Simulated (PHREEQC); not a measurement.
Solution (25 °C): 0.094 mol/kgw TMAH, 0.2 mol/kgw NaAlO2 and 0.00013 mol/kgw (CH3)4NCl. Closed to the air; pH follows from the charge balance.

Equilibrium calculation in PHREEQC: ion-association model, wateq4f.dat.

```tsv
quantity	before	after
pH	12.81	12.86
ionic strength (mol/kgw)	0.294	0.0941
```

Question: Name the change that produced these shifts.
(A) (CH3)4NCl left out
(B) diluted 2-fold with water
(C) temperature from 25 to 45 °C
(D) temperature from 25 to 85 °C
(E) NaAlO2 left out

Answer: E, NaAlO2 left out

Precipitation was switched off in this run. Some of these states are supersaturated (in Gibbsite (slow to form), Boehmite (slow to form), for instance). (CH3)4N+ isn't in the database: it is added as a free cation with an ion size of 4 Å.
